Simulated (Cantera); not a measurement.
Mixture: 21.2 % CO, 0.999 % H2, 16.4 % O2, 61.4 % N2, equivalence ratio 0.68, at 21.7 atm, adiabatic and at constant pressure. Ignition delay is the time to a rise of 400 K.

Model: GRI-Mech 3.0 (53 species, 325 reactions), integrated in Cantera. The hydrogen kinetics of GRI-Mech 3.0 are dated; newer H2 mechanisms differ, most at raised pressure. The pressure lies above the range GRI-Mech 3.0 was tuned for (to about 10 atm).

Question: Predict: delay at 1025 K; delay at 1125 K; delay at 1225 K; delay at 1325 K; apparent activation energy between 1275 and 1375 K.

Answer: 
```json
{
 "delay at 1025 K": "2.78 ms",
 "delay at 1125 K": "0.383 ms",
 "delay at 1225 K": "75.3 µs",
 "delay at 1325 K": "20.8 µs",
 "apparent activation energy between 1275 and 1375 K": "160 kJ/mol"
}
```
